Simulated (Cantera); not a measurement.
An adiabatic, constant-volume homogeneous reactor starts with 20.4 % H2, 16.7 % O2, 62.9 % N2, equivalence ratio 0.61, at 1400 K and 4.50 bar.

Cantera simulation using the H2/O2 subset of GRI-Mech 3.0, which has no nitrogen chemistry; the numbers are that mechanism's predictions, not measurements. The hydrogen kinetics of GRI-Mech 3.0 are dated; newer H2 mechanisms differ, most at raised pressure.

Q: Predict: time of steepest temperature rise; temperature at 0.100 s; equilibrium temperature; x(H2) at 0.100 s; x(O2) at 0.100 s; x(H) at 0.100 s; x(O) at 0.100 s; x(H2O2) at 0.100 s; x(OH) at 0.100 s.

A: 
* **time of steepest temperature rise**: 4.47 µs
* **temperature at 0.100 s**: 2880 K
* **equilibrium temperature**: 2880 K
* **x(H2) at 0.100 s**: 0.00794 (gas-phase equilibrium 0.00794)
* **x(O2) at 0.100 s**: 0.0667 (gas-phase equilibrium 0.0667)
* **x(H) at 0.100 s**: 0.00333 (gas-phase equilibrium 0.00333)
* **x(O) at 0.100 s**: 0.00659 (gas-phase equilibrium 0.00659)
* **x(H2O2) at 0.100 s**: 2.17e-6 (gas-phase equilibrium 2.17e-6)
* **x(OH) at 0.100 s**: 0.0254 (gas-phase equilibrium 0.0254)
